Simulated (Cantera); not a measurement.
An adiabatic, constant-pressure homogeneous reactor starts with CH4 : O2 : N2 = 1 : 1.05 : 3.96 (molar parts), equivalence ratio 1.9, at 950 K and 23.7 atm.

Detailed kinetics in Cantera: GRI-Mech 3.0 (53 species, 325 reactions). The pressure lies above the range GRI-Mech 3.0 was tuned for (to about 10 atm). Below about 1000 K GRI-Mech 3.0 lacks low-temperature oxidation paths.

Problem. Predict: time of steepest temperature rise; temperature at 0.400 s; equilibrium temperature; x(CH4) at 0.400 s; x(O2) at 0.400 s; x(CO2) at 0.400 s; x(NO) at 0.400 s.

Solution. 
* **time of steepest temperature rise**: 0.105 s
* **temperature at 0.400 s**: 2127 K
* **equilibrium temperature**: 2127 K
* **x(CH4) at 0.400 s**: 3.59e-8 (gas-phase equilibrium 3.95e-8)
* **x(O2) at 0.400 s**: 1.73e-8 (gas-phase equilibrium 1.73e-8)
* **x(CO2) at 0.400 s**: 0.0218 (gas-phase equilibrium 0.0218)
* **x(NO) at 0.400 s**: 2.72e-6 (gas-phase equilibrium 2.60e-6)
